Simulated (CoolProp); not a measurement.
R507A along the isobar 50.9 bar: density (kg/m³) from the reference equation and from simpler models built on Tc = 343.8 K, pc = 37.05 bar, ω = 0.286; each cubic takes its own stable root.

Computed with CoolProp (reference Helmholtz-energy equation of state, Lemmon 2003). It is a pseudo-pure fit of the blend.

| T (K) | phase | reference | van der Waals | Redlich-Kwong | Soave-Redlich-Kwong | Peng-Robinson |
|---|---|---|---|---|---|---|
| 208 | liquid | (withheld) | 810.1 | 1177 | (withheld) | 1367 |
| 226.2 | liquid | 1332 | (withheld) | 1130 | 1170 | 1320 |
| 244.5 | liquid | 1276 | 757.8 | 1079 | 1121 | 1266 |
| 262.7 | liquid | 1218 | 728.4 | 1023 | 1066 | 1204 |
| 281 | liquid | 1154 | 695.7 | 960.6 | 1002 | 1132 |
| 299.2 | liquid | 1082 | 659.0 | 889.7 | 926.9 | 1046 |
| 317.5 | liquid | 995.9 | 615.9 | 805.8 | 834.8 | 939.5 |
| 335.7 | liquid | 880.8 | 563.0 | 701.2 | 713.9 | 797.1 |
| 354 | supercritical | 663.8 | 489.8 | 547.7 | 518.8 | 564.0 |
| 372.2 | supercritical | 324.6 | 369.6 | 337.2 | 300.0 | 317.8 |
| 390.5 | supercritical | 245.9 | (withheld) | (withheld) | 233.1 | 244.9 |
| 408.7 | supercritical | 209.1 | 225.0 | (withheld) | 200.0 | 209.0 |
| 427 | supercritical | 185.6 | 198.5 | 191.5 | 178.4 | 185.6 |
| 445.2 | supercritical | 168.8 | 179.9 | 174.1 | 162.7 | 168.8 |
| 463.5 | supercritical | 155.7 | 165.6 | 160.6 | 150.5 | 155.6 |

**Question.** What belongs in the gaps?

**Answer.** 
- 208, reference: 1384
- 208, Soave-Redlich-Kwong: 1213
- 226.2, van der Waals: 785.0
- 390.5, van der Waals: 269.0
- 390.5, Redlich-Kwong: 254.1
- 408.7, Redlich-Kwong: 215.8
